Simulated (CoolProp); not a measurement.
Vapour-liquid equilibrium of toluene (1) + o-xylene (2) at 0.0014 MPa; x and y are mole fractions of (1).

Values from CoolProp's multi-fluid Helmholtz-energy mixture model, Lemmon 2006 and Zhou 2012; pair parameters Bell 2016.

```
x     bubble temperature, mixture model (K)  bubble temperature, Raoult's law (K)  y, mixture model  y, Raoult's law
----  -------------------------------------  ------------------------------------  ----------------  ---------------
0.05                                  303.5                                 303.4             0.172            0.177
0.15                                  299.1                                 299.1             0.425            0.426
0.25                                  295.5                                 295.5             0.593            0.590
0.35                                  292.4                                 292.5             0.709            0.704
0.45                                  289.7                                 289.9             0.791            0.787
0.55                                  287.5                                 287.7             0.852            0.849
0.65                                  285.5                                 285.7             0.898            0.896
0.75                                  283.8                                 283.9             0.934            0.934
0.85                                  282.3                                 282.3             0.964            0.964
0.95                                  280.9                                 280.9             0.989            0.989
```

The largest gap from Raoult's law is -0.2 K in bubble temperature, at x = 0.55. No azeotrope shows between x = 0.05 and 0.95.

Pair parameters are fitted to limited data, so mixtures are less certain than the pure fluids.
